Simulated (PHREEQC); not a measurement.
A made-up water analysis in mg/L, 7.8 °C, pH 2.69, pe 10.3: Na 706; K 69.6; Ca 428; Mg 51.2; Cl 236; S(6) as SO4 2600; Zn 5.29.

Valence states are taken as typed.

Computed with PHREEQC (ion-association model, wateq4f.dat).

This is a speciation only: nothing precipitates in the calculation.

Task: Estimate the ionic strength.

Result: ionic strength 0.0777 mol/kgw.

Task: In which forms is S present?

Result: SO4-2 73 %, CaSO4 14 %, HSO4- 5.3 %, NaSO4- 4.0 %, MgSO4 2.7 % of the S.

Complexes and solids missing from the database can't appear. Constants without temperature data keep their 25 °C values here.
